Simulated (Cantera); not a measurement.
A Cantera script and what it prints.

```python
import numpy as np
import cantera as ct

gas_names = """
    H H2 H2S Ni NiS S SH S2 S8
""".split()
cond_names = """
    Ni(cr) Ni(L) NiS(b) NiS(a) NiS(L) NiS2(s) NiS2(L) Ni3S2(I) Ni3S2(II) Ni3S2(L) Ni3S4(s) S(cr1) S(cr2)
    S(L)
""".split()


# ... load() reads the species with a 1 bar reference pressure and builds the phases ...
atoms = {
    'NiS': {'Ni': 1, 'S': 1},
    'H2': {'H': 2},
}
top_T = {'Ni3S4(s)': 620}  # K; cautious upper limits of use, not melting points


# ... equilibrate(T, P, feed) seeds the gas with the atoms and calls Mixture.equilibrate('TP', solver="vcs", rtol=1e-11, max_steps=5000) ...
results = []
T = 1600  # K
P = 101325  # Pa
for m in [0.38, 0.64, 1.1, 1.9, 3.2, 5.4, 9.2, 16, 27, 45]:
    feed = {'NiS': 1, 'H2': m}  # mol
    mix = equilibrate(T, P, feed)
    results.append((T, P, feed, dict(zip(mix.species_names, mix.species_moles))))

top = {s: max(r[3][s] / sum(r[3][g] for g in gas_names) for r in results) for s in gas_names}
cols = sorted((s for s in top if top[s] > 1e-06), key=lambda s: -top[s])[:8]
seen = [c for c in cond_names if any(r[3].get(c, 0) > 1e-12 for r in results)]
print("log10 of partial pressures in bar; condensed amounts in mol")
print(f"{'n(H2)':>10s}" + "".join(f"{s[:9]:>10s}" for s in cols + seen))
for T, P, feed, n in results:
    ng = sum(n[g] for g in gas_names)
    print(f"{feed['H2']:10.4g}" + "".join(f"{np.log10(max(n[s] / ng * P / 1e5, 1e-99)):10.3f}" for s in cols)
          + "".join(f"{n.get(c, 0):10.4g}" for c in seen))
```

Result:

```
log10 of partial pressures in bar; condensed amounts in mol
     n(H2)        H2       H2S        S2        SH         H         S       NiS    Ni(cr)  Ni3S2(L)
      0.38    -0.361    -0.390    -0.785    -2.202    -4.445    -4.310    -5.971         0    0.3333
      0.64    -0.230    -0.453    -1.172    -2.330    -4.380    -4.504    -6.036         0    0.3333
       1.1    -0.133    -0.598    -1.654    -2.523    -4.331    -4.745    -6.116         0    0.3333
       1.9    -0.074    -0.793    -2.165    -2.748    -4.302    -5.000    -6.201         0    0.3333
       3.2    -0.041    -1.001    -2.647    -2.973    -4.285    -5.241    -6.282         0    0.3333
       5.4    -0.022    -1.219    -3.122    -3.201    -4.275    -5.479    -6.361         0    0.3333
       9.2    -0.010    -1.446    -3.597    -3.433    -4.270    -5.716    -6.440         0    0.3333
        16    -0.003    -1.683    -4.086    -3.674    -4.266    -5.961    -6.521         0    0.3333
        27    -0.000    -1.861    -4.448    -3.853    -4.265    -6.142    -6.582   0.05852    0.3138
        45    -0.000    -1.861    -4.448    -3.853    -4.265    -6.142    -6.582    0.4309    0.1897
```

Method: chemical equilibrium by Gibbs-energy minimisation in Cantera with the NASA 1993 tables (ideal gas, pure condensed phases). Metal and sulfide melt together well below either melting point, which pure phases cannot show. Mutual solubility and eutectic melting of coexisting phases are not modelled.
